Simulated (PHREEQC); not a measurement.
**Ultrapure water in contact with air or piping: speciation**

Synthetic water in mg/L, 77 °C, pH 6.32, pe 9: Na 0.206; K 0.193; Ca 0.168; Mg 0.0167; Cl 0.244; S(6) as SO4 0.498; Alkalinity as HCO3 0.389; B 0.00133; Zn 0.0181; Cd 0.0427; Sr 0.0253.

Valence states are taken as typed.

Computed with PHREEQC (ion-association model, wateq4f.dat).

No solid was allowed to form.

Q: What charge-balance error does the model give?

A: charge-balance error 3.8 %.

Q: In which forms is Zn present?

A: Zn+2 94 %, ZnOH+ 6.0 % of the Zn.

At this temperature some constants are extrapolated from 25 °C, and those without enthalpy data are left unchanged.
